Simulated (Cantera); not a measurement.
Input: 1 mol AlN, 2.7 mol O2, 86 mol H2, at 3.90 mbar.

Method: chemical equilibrium by Gibbs-energy minimisation in Cantera with the NASA 1993 tables (ideal gas, pure condensed phases). Candidate condensed phases: Al, AlN, Al2O3, H2O; 35 gas species. Kinetics and transport are ignored. All values below are at 1748 K.

Base state: H2 0.946, H2O 0.0450, N2 0.00577, H 0.00356 (mole fractions); condensed: Al2O3(s).

Problem. What changes in the equilibrium state with this change: O2 from 2.7 to 0.22 mol?

Solution. 
```tsv
species	before	after
H2	0.946	0.983
N2	0.00577	0.00568
Al	1.24e-9	0.00465
H2O	0.0450	1.94e-6
Al2O	<1e-9	0.00239
AlH	<1e-9	0.000152
H	0.00356	0.00363
Al2O3(s), mol	0.500	0.0768
AlN(s), mol	0	0.00911
```
Mutual solubility and eutectic melting of coexisting phases are not modelled.

Problem. What changes in the equilibrium state with this change: O2 from 2.7 to 0.83 mol?

Solution. 
```
species         before    after
-------------  -------  -------
H2               0.946    0.989
N2             0.00577  0.00577
H              0.00356  0.00364
H2O             0.0450  0.00185
Al2O3(s), mol    0.500    0.500
```
